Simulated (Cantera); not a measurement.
## SiH₄ + CH₄ + H₂ (silicon carbide growth)

Input: 1 mol SiH₄, 0.55 mol CH₄, 180 mol H₂, at 2200 °C and 30000 Pa.

Equilibrium computed with Cantera from the NASA thermochemical tables; the gas is ideal and each condensed phase is pure. Candidate condensed phases: C, C₆H₆, C₇H₈, C₈H₁₈, Si, SiC; 87 gas species. Gases not in the tables: Si₂H₆ and higher silanes. The numbers say what is thermodynamically allowed, not how fast it happens.

```
Quantity                                    Value
--------------------------------------  ---------
x(H₂)                                       0.954
x(H)                                       0.0398
x(Si)                                     0.00383
x(C₂H₂ (acetylene))                       0.00120
x(SiH)                                   0.000564
x(SiH₂)                                  0.000262
x(Si₂C)                                  0.000244
x(SiC₂)                                  0.000120
x(Si₂)                                    2.91e-5
gas amount                              187.7 mol
log10 activity of C(graphite) (absent)      -0.44
log10 activity of Si(l) (absent)            -0.53
```
